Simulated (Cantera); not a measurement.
# Equilibrium for boron, boron nitride and boron oxide: BF₃ + O₂ + H₂

A closed system holds: 1 mol BF₃, 0.52 mol O₂, 2.5 mol H₂, equilibrated at 9.75 Torr.

Method: chemical equilibrium by Gibbs-energy minimisation in Cantera with the NASA 1993 tables (ideal gas, pure condensed phases). Candidate condensed phases: B, B₂O₃, B₃O₃H₃, H₂O; 43 gas species. The tables' values for BF₂ are old estimates; treat these amounts as uncertain. Gases not in the tables: H₃BO₃. Rates play no part.

From 1398 K to 1923 K nothing is condensed.

```tsv
T (K)	log p HF	log p H₂	log p BOF	log p BF₃	log p H₂O	log p HBO₂
1398	-2.37	-2.34	-2.75	-2.96	-2.97	-3.84
1473	-2.33	-2.35	-2.67	-3.11	-3.11	-3.92
1548	-2.30	-2.36	-2.62	-3.27	-3.25	-4.03
1623	-2.28	-2.36	-2.60	-3.43	-3.38	-4.14
1698	-2.26	-2.37	-2.58	-3.60	-3.50	-4.25
1773	-2.26	-2.37	-2.57	-3.76	-3.61	-4.34
1848	-2.25	-2.37	-2.56	-3.93	-3.70	-4.42
1923	-2.25	-2.38	-2.56	-4.10	-3.77	-4.49
```
log p: log10 of the partial pressure in bar; nothing condenses.
